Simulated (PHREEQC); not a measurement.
A solution holds 1.5 mol/kgw Na2CO3 and 0.061 mol/kgw KCl, at 25 °C. Closed to the air; pH follows from the charge balance.

The numbers come from PHREEQC with the Pitzer model, pitzer.dat.

```csv
quantity,before,after
pH,11.80,6.83
ionic strength (mol/kgw),4.55,1.56
SI of Halite (NaCl),-2.92,-1.58
SI of Sylvite (KCl),-3.81,-2.36
```

Q: Which change was made?
A) diluted 5-fold with water
B) Na2CO3 replaced by NaCl at the same molality
C) temperature from 25 to 20 °C
D) Na2CO3 from 1.5 to 1.35 mol/kgw
E) KCl from 0.061 to 0.0305 mol/kgw

A: B, Na2CO3 replaced by NaCl at the same molality

Precipitation was switched off in this run. In brines, pH and single-ion activities rest on the MacInnes convention.
